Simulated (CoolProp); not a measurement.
The fluid at 298.15 K and 2.99 MPa flows at 2.2 m/s in a round tube of 6 mm bore and 0.25 µm roughness, fully developed (64/Re and Nu = 3.66 if laminar; Colebrook and Gnielinski if turbulent). The same conditions are run with several fluids, on thermodynamics alone (safety and materials aside).

Model: reference Helmholtz-energy equation of state of each fluid (C2F6 (R116): Lemmon 2006; methane: Setzmann 1991; nitrogen: Span 2000; dry air: Lemmon 2000; carbon dioxide: Span 1996), in CoolProp. Blends and air are pseudo-pure fits.

| fluid | Reynolds number | Darcy friction factor | pressure drop (Pa/m) | heat-transfer coefficient (W/(m² K)) | mass flow (kg/h) |
|---|---|---|---|---|---|
| C2F6 (R116) | 209000 | 0.0158 | 1980 | ? | ? |
| methane | 23100 | 0.0251 | 206 | ? | 4.56 |
| nitrogen | 24500 | 0.0247 | ? | 277 | 7.60 |
| dry air | 24500 | 0.0247 | ? | 279 | ? |
| carbon dioxide | 54500 | 0.0207 | ? | ? | 14.3 |

### Question
Some entries are withheld; supply them.

### Answer

- C2F6 (R116), heat-transfer coefficient (W/(m² K)): 1990
- C2F6 (R116), mass flow (kg/h): 69.4
- methane, heat-transfer coefficient (W/(m² K)): 366
- nitrogen, pressure drop (Pa/m): 338
- dry air, pressure drop (Pa/m): 351
- dry air, mass flow (kg/h): 7.88
- carbon dioxide, pressure drop (Pa/m): 532
- carbon dioxide, heat-transfer coefficient (W/(m² K)): 427

Transport values come from each fluid's own correlations; those of C2F6 (R116) are estimates that may be off by 10 % or more.
